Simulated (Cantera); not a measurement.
Input: 1 mol FeS2, 0.53 mol SO2, 6.5 mol N2, held at 1400 K and 19000 Pa.

Cantera equilibrium calculation (NASA polynomials, part measured and part estimated; ideal gas, pure solids and liquids). Candidate condensed phases: Fe, FeO, FeS, FeSO4, FeS2, Fe2O3, Fe2(SO4)3, Fe3O4, S; 19 gas species. FeS: taken at fixed stoichiometry. Kinetics and transport are ignored.

### Question
What is the equilibrium state?

### Answer
```
Item                                 Result
--------------------------------  ---------
x(N2)                                 0.863
x(SO2)                               0.0694
x(S2)                                0.0653
x(S2O)                              0.00115
x(SO)                              0.000865
x(S)                                6.89e-6
n(FeS(s))                          1.00 mol
gas amount                        7.529 mol
log10 activity of Fe(γ) (absent)      -1.79
log10 activity of S(l) (absent)       -2.05
```
